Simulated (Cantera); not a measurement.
Cantera run:

```python
import numpy as np
import cantera as ct

gas_names = """
    AL ALCL ALCL2 ALCL3 ALH ALO ALOCL ALOH ALO2 ALO2H AL2 AL2CL6 AL2O AL2O2 CL CLO CL2 H HALO HCL HOCL
    HO2 H2 H2O H2O2 O OH O2 O3
""".split()
cond_names = """
    AL(cr) AL(L) ALCL3(s) ALCL3(L) AL2O3(a) AL2O3(L) H2O(s) H2O(L)
""".split()


# ... load() reads the species with a 1 bar reference pressure and builds the phases ...
atoms = {
    'AlCl3': {'AL': 1, 'CL': 3},
    'O2': {'O': 2},
    'H2': {'H': 2},
}
top_T = {}  # K; cautious upper limits of use, not melting points


# ... equilibrate(T, P, feed) seeds the gas with the atoms and calls Mixture.equilibrate('TP', solver="vcs", rtol=1e-11, max_steps=5000) ...
results = []
feed = {'AlCl3': 1, 'O2': 9.8, 'H2': 1.8}  # mol
T = 1598  # K
P = 86000  # Pa
mix = equilibrate(T, P, feed)
results.append((T, P, feed, dict(zip(mix.species_names, mix.species_moles))))
print(gas.report(threshold=1e-06))
for i in range(1, mix.n_phases):
    print(f"{mix.phase(i).name:16s} {mix.phase_moles(i):12.5e} mol")
```

Output:

```
       temperature   1598 K
          pressure   86000 Pa
           density   0.21287 kg/m^3
  mean mol. weight   32.887 kg/kmol
   phase of matter   gas

                          1 kg             1 kmol
                     ---------------   ---------------
          enthalpy        4.7122e+05        1.5497e+07  J
   internal energy             67222        2.2107e+06  J
           entropy            8007.8        2.6336e+05  J/K
    Gibbs function       -1.2325e+07       -4.0534e+08  J
 heat capacity c_p            1114.4             36650  J/K
 heat capacity c_v            861.61             28336  J/K

                      mass frac. Y      mole frac. X     chem. pot. / RT
                     ---------------   ---------------   ---------------
             ALCL3        1.4011e-05         3.456e-06           -102.69
                CL          0.015726          0.014589           -17.452
               CLO        0.00039277        0.00025107           -31.686
               CL2           0.03347          0.015525           -34.903
               HCL           0.22279           0.20097           -34.299
              HOCL        8.6504e-05        5.4233e-05           -48.533
               H2O          0.026051          0.047557           -47.928
                 O        6.3069e-06        1.2964e-05           -14.235
                OH        8.7842e-05        0.00016986           -31.082
                O2           0.70138           0.72087            -28.47
     [  +19 minor]        6.8169e-07        1.0759e-06

AL(L)             0.00000e+00 mol
ALCL3(L)          0.00000e+00 mol
AL2O3(a)          4.99979e-01 mol
```

Equilibrium computed with Cantera from the NASA thermochemical tables; the gas is ideal and each condensed phase is pure. Gases not in the tables: Al(OH)3.
